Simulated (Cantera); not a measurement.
A closed system holds: 1 mol Si, 2.9 mol Cl2, 20 mol H2, at 1525 K and 1.30 bar.

Method: chemical equilibrium by Gibbs-energy minimisation in Cantera with the NASA 1993 tables (ideal gas, pure condensed phases). Candidate condensed phases: Si; 19 gas species. The tables' values for SiCl3 are old estimates; treat these amounts as uncertain. Equilibrium is a limit: real reactors are often held back by kinetics, nucleation or transport.

Base state: H2 0.817, HCl 0.138, SiCl2 0.0214, SiCl4 0.00870, SiCl3 0.00792, SiHCl3 0.00583, SiH2Cl2 0.000629, SiH3Cl 2.00e-5 (mole fractions); condensed: gas only.

Question: What changes in the equilibrium state with this change: temperature from 1525 K to 1475 K?

Answer: 
| species | before | after |
|---|---|---|
| H2 | 0.817 | 0.826 |
| HCl | 0.138 | 0.130 |
| SiCl2 | 0.0214 | 0.0162 |
| SiCl4 | 0.00870 | 0.0125 |
| H | 1.88e-5 | 1.03e-5 |
| SiHCl3 | 0.00583 | 0.00756 |
| SiH2Cl2 | 0.000629 | 0.000715 |
